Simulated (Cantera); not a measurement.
A closed system holds: 1 mol SiCl₄, 0.58 mol C₂H₂, 1.9 mol H₂, at 2025 K and 100 Torr.

Method: chemical equilibrium by Gibbs-energy minimisation in Cantera with the NASA 1993 tables (ideal gas, pure condensed phases). Candidate condensed phases: C, C₆H₆, C₇H₈, C₈H₁₈, Si, SiC; 109 gas species. The tables' values for SiCl₃, SiCl are old estimates; treat these amounts as uncertain. Rates play no part.

Base state: HCl 0.549, H₂ 0.279, SiCl₂ 0.151, SiCl₃ 0.0121, Cl 0.00407, H 0.00279, SiCl₄ 0.00107, SiCl 0.000263 (mole fractions); condensed: C(graphite) + SiC(s).

Q: What changes in the equilibrium state with this change: SiCl₄ replaced by (CH₃)₂SiCl₂?

A: 
```json
[
 {"species": "H₂", "before": "0.279", "after": "0.703"},
 {"species": "HCl", "before": "0.549", "after": "0.275"},
 {"species": "SiCl₂", "before": "0.151", "after": "0.0150"},
 {"species": "SiCl₃", "before": "0.0121", "after": "0.000380"},
 {"species": "SiCl₄", "before": "0.00107", "after": "1.06e-5"},
 {"species": "SiHCl₃", "before": "0.000222", "after": "1.11e-5"},
 {"species": "CH₄", "before": "4.14e-6", "after": "2.62e-5"},
 {"species": "Cl", "before": "0.00407", "after": "0.00128"},
 {"species": "SiCl", "before": "0.000263", "after": "8.30e-5"},
 {"species": "C(graphite), mol", "before": "0.892", "after": "2.25"},
 {"species": "SiC(s), mol", "before": "0.266", "after": "0.899"}
]
```
The feed counts by its element totals alone.

Q: What changes in the equilibrium state with this change: temperature from 2025 K to 2273.15 K?

A: 
```tsv
species	before	after
HCl	0.549	0.479
H₂	0.279	0.299
SiCl₂	0.151	0.184
H	0.00279	0.0126
Cl	0.00407	0.0146
SiCl₃	0.0121	0.00582
SiC₂	1.22e-6	9.19e-5
Si₂C	7.98e-7	5.46e-5
Si	2.62e-5	0.000731
C(graphite), mol	0.892	1.02
SiC(s), mol	0.266	0.125
```
Gases not in the tables: Si₂H₆ and higher silanes.

Q: What changes in the equilibrium state with this change: pressure from 100 Torr to 1.00 Torr?

A: 
| species | before | after |
|---|---|---|
| HCl | 0.549 | 0.521 |
| H₂ | 0.279 | 0.259 |
| SiCl₂ | 0.151 | 0.146 |
| Cl | 0.00407 | 0.0401 |
| H | 0.00279 | 0.0268 |
| SiCl₃ | 0.0121 | 0.00115 |
| SiHCl₃ | 0.000222 | 2.05e-6 |
| SiCl₄ | 0.00107 | 1.00e-5 |
| C(graphite), mol | 0.892 | 0.868 |
| SiC(s), mol | 0.266 | 0.288 |
The tables' values for SiCl, SiCl₃ are old estimates; treat these amounts as uncertain.
